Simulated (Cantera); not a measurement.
Feed: 1 mol Cu₂O, 1.2 mol C, 6.1 mol H₂, equilibrated at 0.00140 bar.

Cantera equilibrium calculation (NASA polynomials, part measured and part estimated; ideal gas, pure solids and liquids). Candidate condensed phases: C, C₆H₆, C₇H₈, C₈H₁₈, Cu, CuO, Cu(OH)₂, Cu₂O, H₂O; 113 gas species. Kinetics and transport are ignored.

### Question
What share of the Cu ends up in condensed phases as a function of T (°C), at 1177, 1227, 1277, 1327, 1377, 1427, 1477, 1527, 1577, 1627?

### Answer
```
T (°C)  Cu condensed (%)     as
------  ----------------  -----
1177                99.1  Cu(l)
1227                97.9  Cu(l)
1277                95.2  Cu(l)
1327                89.6  Cu(l)
1377                78.1  Cu(l)
1427                54.4  Cu(l)
1477                 3.1  Cu(l)
1527                 0.0      -
1577                 0.0      -
1627                 0.0      -
```
